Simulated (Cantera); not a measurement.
A perfectly stirred reactor is fed with H2 : O2 = 0.42 : 1 (molar parts), at 0.00326 atm; it is held at 1300 K, and followed from long to short residence time.

Detailed kinetics in Cantera: GRI-Mech 3.0 (53 species, 325 reactions). Radical loss at walls, strong at low pressure, is not modelled. The temperature is held fixed by assumption; the heat of reaction is taken as removed at once.

One state of this run: x H2 = 0.0336; x O2 = 0.557; x H2O2 = 1.01e-7; x OH = 0.0186; x H = 0.109. x: mole fraction; the columns are a selection and need not sum to one.

Problem. Which value of τ (s) does it belong to?
A. 0.16
B. 0.0051
C. 0.040
D. 0.31

Solution. B, 0.0051
